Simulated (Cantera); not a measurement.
Mixture: 12.8 % CH4, 18.3 % O2, 68.8 % N2, at 480000 Pa, adiabatic and at constant volume. Ignition delay is the time to a rise of 400 K.

Cantera simulation using GRI-Mech 3.0 (53 species, 325 reactions); the numbers are that mechanism's predictions, not measurements.

### Question
Predict: delay at 1300 K; delay at 1350 K; delay at 1400 K; delay at 1450 K; delay at 1500 K; delay at 1550 K; delay at 1600 K; apparent activation energy between 1500 and 1600 K.

### Answer
```
Property                                                Result
--------------------------------------------------  ----------
delay at 1300 K                                        3.37 ms
delay at 1350 K                                        1.88 ms
delay at 1400 K                                        1.07 ms
delay at 1450 K                                       0.624 ms
delay at 1500 K                                       0.372 ms
delay at 1550 K                                       0.227 ms
delay at 1600 K                                       0.142 ms
apparent activation energy between 1500 and 1600 K  190 kJ/mol
```
